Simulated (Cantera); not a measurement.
Feed: 1 mol Si3N4, 0.67 mol H2O, 25 mol H2, held at 315 Torr.

Equilibrium computed with Cantera from the NASA thermochemical tables; the gas is ideal and each condensed phase is pure. Candidate condensed phases: H2O, Si, SiO2, Si2N2O, Si3N4; 35 gas species. Mutual solubility and eutectic melting of coexisting phases are not modelled. Gases not in the tables: Si2H6 and higher silanes. Kinetics and transport are ignored. All values below are at 1950 K.

Base state: H2 0.910, N2 0.0676, SiO 0.0204, H 0.00169, SiH2 7.22e-5, Si 5.67e-5, SiH 2.68e-5 (mole fractions); condensed: Si(l) + Si2N2O(s).

Task: What changes in the equilibrium state with this change: pressure from 315 Torr to 10.0 Torr?

Result: 
```json
[
 {"species": "H2", "before": "0.910", "after": "0.895"},
 {"species": "N2", "before": "0.0676", "after": "0.0701"},
 {"species": "SiO", "before": "0.0204", "after": "0.0235"},
 {"species": "H", "before": "0.00169", "after": "0.00939"},
 {"species": "Si2", "before": "5.19e-7", "after": "1.64e-5"},
 {"species": "Si", "before": "5.67e-5", "after": "0.00179"},
 {"species": "Si(l), mol", "before": "2.23", "after": "2.27"},
 {"species": "Si2N2O(s), mol", "before": "0.0965", "after": "0"}
]
```
The tables' values for SiN are old estimates; treat these amounts as uncertain.
